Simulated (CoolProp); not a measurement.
The fluid at 319.89 K and 0.189 MPa is throttled through a valve to 0.0281 MPa with no heat exchange. The same conditions are run with several fluids, on thermodynamics alone (safety and materials aside).

The numbers come from the reference Helmholtz-energy equation of state of each fluid (normal hydrogen: Leachman 2009; R115: Lemmon 2016; R410A: Lemmon 2003; propyne: Polt 1992; ethylene: Smukala 2000) in CoolProp. The equations of Platzer and Polt are older, rougher fits. Blends and air are pseudo-pure fits.

**Question.** Rank normal hydrogen, R115, R410A, propyne, ethylene by temperature change (K), highest first.

**Answer.** normal hydrogen (+0.1), ethylene (-1.4), R115 (-1.8), R410A (-2.6), propyne (-3.0)

```tsv
fluid	final density (kg/m³)
normal hydrogen	0.0213
R115	1.65
R410A	0.775
propyne	0.429
ethylene	0.298
```
